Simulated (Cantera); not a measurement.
A Cantera script and its output.

```python
import numpy as np
import cantera as ct

gas = ct.Solution("gri30.yaml")
gas.TPX = 325, 1000000, {'C3H8': 1, 'O2': 6.33, 'N2': 23.8}
flame = ct.FreeFlame(gas, width=0.008)
flame.set_refine_criteria(ratio=3, slope=0.08, curve=0.16)
flame.transport_model = "mixture-averaged"
flame.solve(loglevel=0, auto=True)
z, T = flame.grid, flame.T
thick = (T[-1] - T[0]) / np.gradient(T, z).max()
show = ['C3H8', 'O2', 'HO2', 'HCN', 'NO', 'CH2O']
print(f"laminar burning velocity  {flame.velocity[0] * 100:.3f} cm/s")
print(f"burnt temperature         {T[-1]:.1f} K")
print(f"thermal thickness         {thick * 1e3:.4f} mm")
print(f"grid points               {len(z)}")
z0 = z[flame.heat_release_rate.argmax()]
print(f"{'z/mm':>9s}{'T/K':>9s}{'u/(m/s)':>9s}" + "".join(f"{s:>11s}" for s in show))
rows = []
for k in (-3, -2, -1.5, -1, -0.5, -0.25, 0, 0.25, 0.5, 1, 2, 4, 8):
    zz = z0 + k * thick
    rows.append([k * thick, np.interp(zz, z, T), np.interp(zz, z, flame.velocity),
                 *(np.interp(zz, z, flame.X[gas.species_index(s)]) for s in show)])
    print(f"{rows[-1][0] * 1e3:9.3f}{rows[-1][1]:9.1f}{rows[-1][2]:9.3f}" + "".join(f"{x:11.3e}" for x in rows[-1][3:]))
```

Output:

```
laminar burning velocity  17.951 cm/s
burnt temperature         2067.8 K
thermal thickness         0.0779 mm
grid points               142
     z/mm      T/K  u/(m/s)       C3H8         O2        HO2        HCN         NO       CH2O
   -0.234    325.3    0.180  3.211e-02  2.033e-01  2.234e-08  7.509e-12  2.456e-11  1.590e-07
   -0.156    328.6    0.182  3.210e-02  2.029e-01  2.611e-07  1.303e-10  2.941e-10  2.720e-06
   -0.117    344.2    0.191  3.204e-02  2.015e-01  1.603e-06  1.067e-09  1.905e-09  2.188e-05
   -0.078    443.3    0.247  3.135e-02  1.925e-01  1.530e-05  1.073e-08  2.327e-08  2.147e-04
   -0.039    887.2    0.504  2.267e-02  1.502e-01  1.457e-04  8.109e-08  6.291e-07  1.433e-03
   -0.019   1282.9    0.740  9.269e-03  1.105e-01  2.920e-04  1.653e-07  2.272e-06  1.826e-03
    0.000   1676.0    0.976  2.252e-04  7.058e-02  2.406e-04  2.729e-07  4.702e-06  4.349e-04
    0.019   1858.0    1.075  4.311e-08  5.284e-02  5.386e-05  1.840e-07  7.459e-06  1.657e-05
    0.039   1938.0    1.116  3.865e-12  4.683e-02  2.830e-05  6.313e-08  9.606e-06  4.955e-07
    0.078   2009.2    1.151  5.576e-19  4.268e-02  1.256e-05  8.845e-09  1.208e-05  9.945e-10
    0.156   2050.3    1.171  8.339e-28  4.076e-02  4.772e-06  7.251e-10  1.424e-05  3.537e-12
    0.312   2065.1    1.179  1.124e-36  4.021e-02  2.475e-06  6.234e-11  1.603e-05  5.491e-13
    0.623   2067.7    1.180  1.152e-37  4.013e-02  2.147e-06  1.397e-11  1.838e-05  2.326e-13
```

Model: GRI-Mech 3.0 (53 species, 325 reactions), integrated in Cantera. GRI-Mech 3.0 was tuned for natural gas; its chemistry of propane as a main component is partial and can be far from experiment. Burning velocities carry a grid error of a few per cent, more on coarse grids.
